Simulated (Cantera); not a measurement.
A diamond (100) surface in a fixed gas of H2 with x(CH4) = 0.0057, x(H) = 0.00048, x(CH3) = 0.0007, at 1325 K; coverages are run to steady state.

Cantera simulation using the Harris–Goodwin 1993 mechanism for the reconstructed diamond (100) surface; the numbers are that mechanism's predictions, not measurements.

θ: site fractions in the mechanism's names (c6HH fully hydrogenated, c6H* and c6*H radical sites, c6** diradical, c6HM methylated).

```json
[
 {"P (Pa)": "640", "growth (µm/h)": "0.0555", "θ c6HH": "0.470", "θ c6H*": "0.0452", "θ c6*H": "0.464", "θ c6**": "0.0190", "θ c6HM": "7.65e-5"},
 {"P (Pa)": "990", "growth (µm/h)": "[?]", "θ c6HH": "0.470", "θ c6H*": "0.0452", "θ c6*H": "0.464", "θ c6**": "0.0188", "θ c6HM": "[?]"},
 {"P (Pa)": "1500", "growth (µm/h)": "0.238", "θ c6HH": "0.470", "θ c6H*": "0.0451", "θ c6*H": "0.463", "θ c6**": "0.0185", "θ c6HM": "0.000187"},
 {"P (Pa)": "2400", "growth (µm/h)": "0.499", "θ c6HH": "0.469", "θ c6H*": "0.0451", "θ c6*H": "0.462", "θ c6**": "0.0182", "θ c6HM": "0.000307"},
 {"P (Pa)": "3700", "growth (µm/h)": "0.945", "θ c6HH": "0.469", "θ c6H*": "0.0450", "θ c6*H": "0.462", "θ c6**": "0.0179", "θ c6HM": "0.000484"},
 {"P (Pa)": "5800", "growth (µm/h)": "1.76", "θ c6HH": "0.469", "θ c6H*": "0.0449", "θ c6*H": "0.461", "θ c6**": "0.0176", "θ c6HM": "0.000774"},
 {"P (Pa)": "9000", "growth (µm/h)": "[?]", "θ c6HH": "0.468", "θ c6H*": "0.0449", "θ c6*H": "0.460", "θ c6**": "0.0174", "θ c6HM": "[?]"},
 {"P (Pa)": "14000", "growth (µm/h)": "5.59", "θ c6HH": "0.468", "θ c6H*": "0.0448", "θ c6*H": "0.459", "θ c6**": "0.0172", "θ c6HM": "0.00191"}
]
```

**Question.** Some entries are withheld; supply them.

**Answer.** 
- 990, growth (µm/h): 0.119
- 990, θ c6HM: 0.000121
- 9000, growth (µm/h): 3.16
- 9000, θ c6HM: 0.00122
